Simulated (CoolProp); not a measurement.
Vapour-liquid equilibrium of ethanol (1) + ethylbenzene (2) at 0.736 MPa; x and y are mole fractions of (1).

Model: multi-fluid Helmholtz-energy mixture model, Schroeder 2014 and Zhou 2012; pair parameters Bell 2016, in CoolProp.

Problem. Give the bubble temperature and the first vapour's composition at x = 0.15, 0.25, 0.95. Is there an azeotrope?

Solution. x = 0.15: 445.9 K, y = 0.668; x = 0.25: 433.7 K, y = 0.760; x = 0.95: 413.0 K, y = 0.972. No azeotrope shows between x = 0.05 and 0.95.

The pair parameters rest on a limited set of measurements; away from them the model extrapolates. With so large a gap from Raoult's law the liquid may split in two, which this calculation doesn't test in full.
